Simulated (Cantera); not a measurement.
A perfectly stirred reactor is fed with CH4 : C2H6 : O2 : N2 = 1 : 0.047 : 1.27 : 4.79 (molar parts), equivalence ratio 1.7, at 500000 Pa; it is adiabatic with a 575 K inlet, and is followed from long to short residence time, starting on the burning branch (τ in s: 0.48, 0.12, 0.031, 0.0078, 0.002, 0.00051, 0.00013, 3.3e-05, 8.3e-06).

Model: GRI-Mech 3.0 (53 species, 325 reactions), integrated in Cantera.

Question: What does this change do: inlet temperature 575 to 398 K?

Answer: 
```csv
quantity,before,after
"blow-out, bracketed by the residence times tried","burning at 0.510 ms, out at 0.130 ms","burning at 2.00 ms, out at 0.510 ms"
x(CH4) at τ = 0.480 s,0.000987,0.00329
x(C2H6) at τ = 0.480 s,1.08e-7,8.84e-7
x(O2) at τ = 0.480 s,2.29e-5,6.20e-5
x(N2O) at τ = 0.480 s,1.08e-9,2.24e-10
x(CH2) at τ = 0.480 s,7.53e-8,5.33e-8
x(CH4) at τ = 2.00 ms,0.0100,0.0161
x(C2H6) at τ = 2.00 ms,3.30e-5,0.000121
x(O2) at τ = 2.00 ms,0.00301,0.00666
x(N2O) at τ = 2.00 ms,6.06e-9,1.29e-8
x(CH2) at τ = 2.00 ms,4.58e-6,2.55e-6
```

Question: What does this change do: inlet temperature 575 to 748 K?

Answer: 
```
quantity                                                                        before                                after
------------------------------------------------  ------------------------------------  -----------------------------------
blow-out, bracketed by the residence times tried  burning at 0.510 ms, out at 0.130 ms  burning at 0.130 ms, out at 33.0 µs
x(CH4) at τ = 0.480 s                                                         0.000987                             0.000183
x(C2H6) at τ = 0.480 s                                                         1.08e-7                              1.04e-8
x(O2) at τ = 0.480 s                                                           2.29e-5                              8.58e-6
x(N2O) at τ = 0.480 s                                                          1.08e-9                              2.07e-9
x(CH2) at τ = 0.480 s                                                          7.53e-8                              7.71e-8
x(CH4) at τ = 2.00 ms                                                           0.0100                              0.00551
x(C2H6) at τ = 2.00 ms                                                         3.30e-5                              8.53e-6
x(O2) at τ = 2.00 ms                                                           0.00301                              0.00139
x(N2O) at τ = 2.00 ms                                                          6.06e-9                              1.01e-8
x(CH2) at τ = 2.00 ms                                                          4.58e-6                              6.82e-6
```
